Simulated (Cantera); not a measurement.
What does this Cantera script print?

```python
import numpy as np
import cantera as ct

gas_names = """
    AL ALCL ALCL2 ALCL3 ALH ALN AL2 AL2CL6 CL CL2 H HCL H2 N NH NH2 NH3 N2 N2H2 N2H4
""".split()
cond_names = """
    AL(cr) AL(L) ALCL3(s) ALCL3(L) ALN(s) NH4CL(a) NH4CL(b)
""".split()


# ... load() reads the species with a 1 bar reference pressure and builds the phases ...
atoms = {
    'Al': {'AL': 1},
    'HCl': {'H': 1, 'CL': 1},
    'N2': {'N': 2},
    'Cl2': {'CL': 2},
}
top_T = {'ALN(s)': 2750}  # K; cautious upper limits of use, not melting points


# ... equilibrate(T, P, feed) seeds the gas with the atoms and calls Mixture.equilibrate('TP', solver="vcs", rtol=1e-11, max_steps=5000) ...
results = []
feed = {'Al': 1, 'HCl': 4.4, 'N2': 1.5, 'Cl2': 7.7}  # mol
T = 400  # K
for P in [1, 3.6, 13, 46, 170, 600, 2200, 7700, 28000, 100000]:
    mix = equilibrate(T, P, feed)
    results.append((T, P, feed, dict(zip(mix.species_names, mix.species_moles))))

top = {s: max(r[3][s] / sum(r[3][g] for g in gas_names) for r in results) for s in gas_names}
cols = sorted((s for s in top if top[s] > 1e-06), key=lambda s: -top[s])[:9]
seen = [c for c in cond_names if any(r[3].get(c, 0) > 1e-12 for r in results)]
print("log10 of partial pressures in bar; condensed amounts in mol")
print(f"{'P/Pa':>10s}" + "".join(f"{s[:9]:>10s}" for s in cols + seen))
for T, P, feed, n in results:
    ng = sum(n[g] for g in gas_names)
    print(f"{P:10.4g}" + "".join(f"{np.log10(max(n[s] / ng * P / 1e5, 1e-99)):10.3f}" for s in cols)
          + "".join(f"{n.get(c, 0):10.4g}" for c in seen))
```

Output:

```
log10 of partial pressures in bar; condensed amounts in mol
      P/Pa       CL2       HCL        N2    AL2CL6     ALCL3  ALCL3(s)
         1    -5.309    -5.458    -5.925    -6.421    -7.470         0
       3.6    -4.752    -4.901    -5.368    -5.855    -7.187         0
        13    -4.194    -4.343    -4.811    -5.293    -6.906         0
        46    -3.645    -3.794    -4.262    -4.742    -6.630         0
       170    -3.078    -3.227    -3.694    -4.172    -6.346         0
       600    -2.530    -2.679    -3.146    -3.624    -6.071         0
      2200    -1.966    -2.115    -2.582    -3.059    -5.789         0
      7700    -1.421    -1.570    -2.038    -2.515    -5.517         0
   2.8e+04    -0.861    -1.010    -1.477    -1.954    -5.236         0
     1e+05    -0.298    -0.447    -0.915    -1.741    -5.130    0.5521
```

Equilibrium computed with Cantera from the NASA thermochemical tables; the gas is ideal and each condensed phase is pure.
